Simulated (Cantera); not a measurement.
Charge: 1 mol SiF4, 2.2 mol NH3, held at 1475 K and 1.00 bar.

Method: chemical equilibrium by Gibbs-energy minimisation in Cantera with the NASA 1993 tables (ideal gas, pure condensed phases). Candidate condensed phases: Si, Si3N4; 37 gas species. The tables' values for SiF3, SiF2 are old estimates; treat these amounts as uncertain. Kinetics and transport are ignored.

Base state: H2 0.603, N2 0.203, SiF4 0.176, HF 0.00877, SiHF3 0.00496, SiF3 0.00359, SiH2F2 6.39e-5, SiF2 4.36e-5 (mole fractions); condensed: gas only.

Task: What changes in the equilibrium state with this change: pressure from 1.00 bar to 26.0 mbar?

Result: 
```json
[
 {"species": "H2", "before": "0.603", "after": "0.598"},
 {"species": "N2", "before": "0.203", "after": "0.202"},
 {"species": "SiF4", "before": "0.176", "after": "0.169"},
 {"species": "SiF3", "before": "0.00359", "after": "0.0119"},
 {"species": "HF", "before": "0.00877", "after": "0.0156"},
 {"species": "NH3", "before": "1.41e-5", "after": "3.62e-7"},
 {"species": "SiF2", "before": "4.36e-5", "after": "0.000502"},
 {"species": "H", "before": "1.01e-5", "after": "6.22e-5"},
 {"species": "SiH2F2", "before": "6.39e-5", "after": "1.89e-5"}
]
```
